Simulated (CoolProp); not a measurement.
Properties of propylene glycol at several states (Tc = 400.8 °C, pc = 7.292 MPa, ω = 0.327).

Computed with CoolProp (reference Helmholtz-energy equation of state, Eisenbach 2021).

| T (°C) | p (MPa) | phase | density (kg/m³) | cp (kJ/(kg K)) | isothermal compressibility (1/MPa) | expansivity (1/kK) | fugacity coefficient |
|---|---|---|---|---|---|---|---|
| 149.85 | 3.64 | liquid | 932.4 | 3.166 | 0.0009290 | 0.9716 | 0.008111 |
| 19.65 | 0.0116 | liquid | 1037 | 2.459 | 0.0004772 | 0.7297 | 0.0009358 |
| 40.95 | 0.0593 | liquid | 1020 | 2.583 | 0.0005260 | 0.7569 | 0.001139 |
